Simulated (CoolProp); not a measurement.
Model: reference Helmholtz-energy equation of state, Akasaka 2022, in CoolProp.

Problem. For R1233zd(E), give the phase and the cp (kJ/(kg K)), cv (kJ/(kg K)), Joule-Thomson coefficient (K/MPa) at 450 K and 2.39 bar.

Solution. 
- 450 K and 2.39 bar: gas; cp 0.989, cv 0.918, Joule-Thomson coefficient 9.46
